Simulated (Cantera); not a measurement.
Feed: 1 mol Si₂H₆, a varied amount of Cl₂, 41 mol N₂, held at 1550 K and 1.33 mbar.

These are equilibrium values from Cantera (NASA tables, ideal gas, pure condensed phases), not measurements of a reactor. Candidate condensed phases: NH₄Cl, Si, Si₃N₄; 28 gas species. The feed counts by its element totals alone. Rates play no part.

Task: At 0.29 mol Cl₂, list the 5 most abundant gas species with their mole fractions, and the condensed phases.

Result: N₂ 0.923, H₂ 0.0642, HCl 0.0108, SiCl₂ 0.00131, H 0.000219. Condensed: Si₃N₄(s).
